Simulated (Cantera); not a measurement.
## Equilibrium for titanium nitride, carbide and oxide coatings: Ti(OiPr)₄ + CH₄ + H₂

Charge: 1 mol Ti(OiPr)₄, 6.8 mol CH₄, 4.9 mol H₂, held at 0.100 bar.

These are equilibrium values from Cantera (NASA tables, ideal gas, pure condensed phases), not measurements of a reactor. Candidate condensed phases: C, C₆H₆, C₇H₈, C₈H₁₈, H₂O, Ti, TiC, TiO, TiO₂, Ti₂O₃, Ti₃O₅, Ti₄O₇; 113 gas species. The feed counts by its element totals alone. TiC: taken at fixed stoichiometry. Rates play no part.

| T (K) | x H₂ | x CO | x H | x CH₄ | x C₂H₂ (acetylene) | x H₂O | x CO₂ | n C(graphite) | n Ti₃O₅(s) | n TiC(s) |
|---|---|---|---|---|---|---|---|---|---|---|
| 1225 | 0.932 | 0.0669 | 9.51e-7 | 0.00114 | 1.51e-7 | 0.000123 | 6.00e-6 | 16.4 | 0.333 | 0 |
| 1275 | 0.932 | 0.0670 | 2.25e-6 | 0.000805 | 3.58e-7 | 7.28e-5 | 3.14e-6 | 16.4 | 0.333 | 0 |
| 1325 | 0.890 | 0.110 | 4.88e-6 | 0.000532 | 7.57e-7 | 7.02e-5 | 4.64e-6 | 13.8 | 0 | 1.00 |
| 1375 | 0.890 | 0.110 | 1.02e-5 | 0.000394 | 1.58e-6 | 4.49e-5 | 2.67e-6 | 13.8 | 0 | 1.00 |
| 1425 | 0.890 | 0.110 | 2.04e-5 | 0.000298 | 3.14e-6 | 2.96e-5 | 1.60e-6 | 13.8 | 0 | 1.00 |
| 1475 | 0.890 | 0.110 | 3.87e-5 | 0.000230 | 5.94e-6 | 2.01e-5 | 9.98e-7 | 13.8 | 0 | 1.00 |
| 1525 | 0.890 | 0.110 | 7.06e-5 | 0.000181 | 1.08e-5 | 1.40e-5 | 6.42e-7 | 13.8 | 0 | 1.00 |
| 1575 | 0.890 | 0.110 | 0.000124 | 0.000144 | 1.88e-5 | 1.00e-5 | 4.25e-7 | 13.8 | 0 | 1.00 |
| 1625 | 0.890 | 0.110 | 0.000210 | 0.000116 | 3.17e-5 | 7.30e-6 | 2.89e-7 | 13.8 | 0 | 1.00 |
| 1675 | 0.890 | 0.110 | 0.000346 | 9.54e-5 | 5.17e-5 | 5.42e-6 | 2.01e-7 | 13.8 | 0 | 1.00 |
| 1725 | 0.890 | 0.110 | 0.000554 | 7.91e-5 | 8.20e-5 | 4.10e-6 | 1.43e-7 | 13.8 | 0 | 1.00 |
| 1775 | 0.889 | 0.110 | 0.000863 | 6.62e-5 | 0.000127 | 3.15e-6 | 1.04e-7 | 13.8 | 0 | 1.00 |
| 1825 | 0.889 | 0.110 | 0.00131 | 5.60e-5 | 0.000191 | 2.46e-6 | 7.72e-8 | 13.8 | 0 | 1.00 |
| 1875 | 0.888 | 0.109 | 0.00195 | 4.78e-5 | 0.000281 | 1.94e-6 | 5.82e-8 | 13.8 | 0 | 1.00 |
x: gas mole fraction; n: condensed amount in mol.

From 1225 K to 1275 K the condensed part is C(graphite) + Ti₃O₅(s). From 1325 K to 1875 K the condensed part is C(graphite) + TiC(s).
